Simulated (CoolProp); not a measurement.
Model: reference Helmholtz-energy equation of state, Beckmüller 2019, in CoolProp.

### Question
Give the vapour pressure (bar), enthalpy of vaporisation (kJ/kg), vapour Z, liquid viscosity (µPa s) of saturated n-octane at 267.5, 275.3, 345.4 K.

### Answer
| T (K) | p (bar) | enthalpy of vaporisation (kJ/kg) | vapour Z | liquid viscosity (µPa s) |
|---|---|---|---|---|
| 267.5 | 0.00261 | 382 | 0.999 | 778 |
| 275.3 | 0.00453 | 377 | 0.999 | 692 |
| 345.4 | 0.174 | 336 | 0.984 | 312 |

Viscosity comes from a separate model (Huber 2004).
